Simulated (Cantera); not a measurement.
## Gas activation for diamond growth

An isothermal, constant-pressure homogeneous reactor starts with CH₄ : H₂ = 0.029 : 1 (molar parts), at 2000 K and 0.0550 bar.

Model: GRI-Mech 3.0 (53 species, 325 reactions), integrated in Cantera. GRI-Mech 3.0 stops at C3 and has no aromatics, soot or wall deposition, so with more carbon than oxygen in the feed, carbon stays in small species such as C2H2 where larger ones or solid carbon would form.

| t (s) | x CH₄ | x H₂ | x H | x C₂H₂ | x C₂H₄ |
|---|---|---|---|---|---|
| 0.000400 | 0.0278 | 0.971 | 0.000698 | 9.60e-7 | 4.43e-6 |
| 0.00103 | 0.0270 | 0.970 | 0.00176 | 4.51e-5 | 3.97e-5 |
| 0.00265 | 0.0242 | 0.969 | 0.00376 | 0.000887 | 0.000105 |
| 0.00684 | 0.0168 | 0.972 | 0.00508 | 0.00458 | 7.37e-5 |
| 0.0176 | 0.00827 | 0.976 | 0.00565 | 0.00915 | 2.39e-5 |
| 0.0454 | 0.00311 | 0.978 | 0.00625 | 0.0119 | 7.79e-6 |
| 0.117 | 0.00106 | 0.979 | 0.00667 | 0.0131 | 5.19e-6 |
| 0.301 | 0.000375 | 0.979 | 0.00686 | 0.0134 | 4.91e-6 |
| 0.776 | 0.000156 | 0.979 | 0.00690 | 0.0136 | 4.90e-6 |
| 2.00 | 9.93e-5 | 0.979 | 0.00691 | 0.0136 | 4.91e-6 |
x: mole fraction; the columns are a selection and need not sum to one.

Equilibrium at this temperature and pressure: CH₄ 9.47e-5, H₂ 0.979, H 0.00691, C₂H₂ 0.0136, C₂H₄ 4.91e-6 (gas phase only).
